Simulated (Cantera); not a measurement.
# Premixed flame

A freely propagating, adiabatic, planar premixed flame of 8.33 % CH4, 19.4 % O2, 69.7 % N2, 2.58 % CO2, unburnt at 675 K and 100.0 Torr; unity-Lewis-number transport, grid criteria slope 0.08 and curve 0.16, no radiation.

Detailed kinetics in Cantera: GRI-Mech 3.0 (53 species, 325 reactions). Unity Lewis numbers drop preferential diffusion, which matters most where H2 and H carry the flame. Burning velocities carry a grid error of a few per cent, more on coarse grids.

```
z (mm)  T (K)  u (m/s)     x CH4    x O2   x CO2    x CH2O    x C2H    x CH2
------  -----  -------  --------  ------  ------  --------  -------  -------
-6.85     675     1.42    0.0832   0.194  0.0258   5.60e-7    <1e-8    <1e-8
-4.57     678     1.43    0.0830   0.194  0.0259   6.58e-6    <1e-8    <1e-8
-3.42     686     1.44    0.0824   0.193  0.0260   2.28e-5    <1e-8    <1e-8
-2.28     729     1.54    0.0792   0.188  0.0268  0.000109    <1e-8    <1e-8
-1.14     988     2.10    0.0588   0.160  0.0320  0.000564    <1e-8  1.44e-7
-0.571   1313     2.83    0.0323   0.121  0.0392  0.000913    <1e-8  9.08e-6
0        1660     3.64   0.00664  0.0761  0.0492  0.000591  6.01e-8  3.91e-5
0.571    1778     3.91  0.000366  0.0539  0.0588   6.29e-5  2.21e-8  4.52e-6
1.14     1800     3.96   1.18e-5  0.0483  0.0654   2.23e-6    <1e-8  1.52e-7
2.28     1825     4.01   3.35e-8  0.0453  0.0716     <1e-8    <1e-8    <1e-8
4.57     1863     4.08     <1e-8  0.0436  0.0750     <1e-8    <1e-8    <1e-8
9.13     1917     4.18     <1e-8  0.0422  0.0772     <1e-8    <1e-8    <1e-8
18.3     1988     4.31     <1e-8  0.0403  0.0803     <1e-8    <1e-8    <1e-8
```
x: mole fraction of selected species; z is measured from the peak of heat release.

| Item | Result |
|---|---|
| laminar burning velocity | 142 cm/s |
| thermal thickness | 2.28 mm |
| peak x(CH2O) | 0.000928 |
| peak x(C2H) | 7.16e-8 |
| peak x(CH2) | 4.07e-5 |
| grid points | 148 |
